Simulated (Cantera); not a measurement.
A closed system holds: 1 mol PbI2, 1 mol H2, held at 802 °C and 1.20 Pa.

These are equilibrium values from Cantera (NASA tables, ideal gas, pure condensed phases), not measurements of a reactor. Candidate condensed phases: I2, Pb, PbI2; 10 gas species. The tables' values for PbI4 are old estimates; treat these amounts as uncertain. The numbers say what is thermodynamically allowed, not how fast it happens.

Base state: I 0.335, H2 0.309, Pb 0.127, PbI 0.113, PbI2 0.0851, HI 0.0310, PbI4 0.000151, I2 0.000120 (mole fractions); condensed: gas only.

What changes in the equilibrium state with this change: H2 from 1 to 29 mol?


```csv
species,before,after
H2,0.309,0.910
I,0.335,0.0505
Pb,0.127,0.0274
PbI,0.113,0.00367
PbI2,0.0851,0.000418
HI,0.0310,0.00801
PbI4,0.000151,1.69e-8
I2,0.000120,2.73e-6
```
